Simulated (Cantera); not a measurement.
A Cantera script and its output.

```python
import numpy as np
import cantera as ct

gas = ct.Solution("gri30.yaml")
gas.TPX = 1725, 360, {'CH4': 1, 'H2': 5}
reactor = ct.IdealGasConstPressureReactor(gas, energy="off", clone=False)
net = ct.ReactorNet([reactor])
net.rtol, net.atol = 1e-08, 1e-18
show = ['CH4', 'H2', 'CH3', 'C2H2', 'CH2']
times = np.geomspace(2e-05, 100, 13)

steps = ct.SolutionArray(gas, extra=["t"])
rows = []
print(f"{'t/s':>10s}{'T/K':>9s}{'P/Pa':>11s}" + "".join(f"{s:>11s}" for s in show))
for t in times:
    while net.time < t:
        t_next = net.step()
        steps.append(gas.state, t=t_next)
    rows.append([np.interp(t, steps.t, y) for y in (steps.T, steps.P, *steps(*show).X.T)])
    print(f"{t:10.3e}{rows[-1][0]:9.1f}{rows[-1][1]:11.4g}" + "".join(f"{x:11.3e}" for x in rows[-1][2:]))
rate = np.gradient(steps.T, steps.t)
print("integrator steps:", len(steps.t))
if steps.T.max() > steps.T[0] + 200:
    print(f"time of steepest temperature rise: {steps.t[rate.argmax()]:.4e} s")
gas.TPX = 1725, 360, {'CH4': 1, 'H2': 5}
gas.equilibrate("TP")
print(f"equilibrium (TP): T = {gas.T:.1f} K  " + "  ".join(f"{s} {gas[s].X[0]:.3e}" for s in show))
```

Result:

```
       t/s      T/K       P/Pa        CH4         H2        CH3       C2H2        CH2
 2.000e-05   1725.0        360  1.667e-01  8.333e-01  4.505e-07  1.317e-19  1.409e-14
 7.232e-05   1725.0        360  1.667e-01  8.333e-01  1.914e-06  3.885e-17  3.731e-13
 2.615e-04   1725.0        360  1.667e-01  8.333e-01  7.884e-06  2.096e-14  1.025e-11
 9.457e-04   1725.0        360  1.666e-01  8.333e-01  2.973e-05  7.231e-12  2.183e-10
 3.420e-03   1725.0        360  1.665e-01  8.333e-01  1.087e-04  1.696e-09  3.397e-09
 1.237e-02   1725.0        360  1.662e-01  8.333e-01  3.943e-04  3.938e-07  4.469e-08
 4.472e-02   1725.0        360  1.641e-01  8.336e-01  1.450e-03  1.074e-04  5.233e-07
 1.617e-01   1725.0        360  1.344e-01  8.488e-01  3.395e-03  1.048e-02  2.651e-06
 5.848e-01   1725.0        360  6.191e-02  8.909e-01  1.879e-03  4.353e-02  2.027e-06
 2.115e+00   1725.0        360  1.641e-02  9.171e-01  6.513e-04  6.398e-02  1.134e-06
 7.647e+00   1725.0        360  2.636e-03  9.245e-01  1.514e-04  7.012e-02  4.334e-07
 2.765e+01   1725.0        360  4.611e-04  9.254e-01  3.004e-05  7.110e-02  1.011e-07
 1.000e+02   1725.0        360  1.315e-04  9.256e-01  8.626e-06  7.125e-02  2.945e-08
integrator steps: 1298
equilibrium (TP): T = 1725.0 K  CH4 8.836e-05  H2 9.256e-01  CH3 5.797e-06  C2H2 7.127e-02  CH2 1.983e-08
```

Computed with Cantera and GRI-Mech 3.0 (53 species, 325 reactions). GRI-Mech 3.0 stops at C3 and has no aromatics, soot or wall deposition, so with more carbon than oxygen in the feed, carbon stays in small species such as C2H2 where larger ones or solid carbon would form. Radical loss at walls, strong at low pressure, is not modelled.
